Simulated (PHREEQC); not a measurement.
Consider water at 90 °C with 1.6 mmol/kgw HF, 0.4 mmol/kgw (NH4)2SiF6 and 52 mmol/kgw HBF4. Closed to the air; pH follows from the charge balance.

Computed with PHREEQC (ion-association model, phreeqc.dat).

No solid was allowed to form.

Task: Order these B species by the share of B that they hold, largest first: BF4-, H3BO3, BF3OH-, BF2(OH)2-.

Result: BF4- (81 %), H3BO3 (14 %), BF3OH- (3.4 %), BF2(OH)2- (1.3 %)

The pH is 1.43 and the ionic strength 0.0457 mol/kgw. Complexes and solids missing from the database can't appear. At this temperature some constants are extrapolated from 25 °C, and those without enthalpy data are left unchanged. SiF6-2 is the database's only silicon fluoride. Real BF4- forms and hydrolyses slowly; the run takes it at equilibrium.
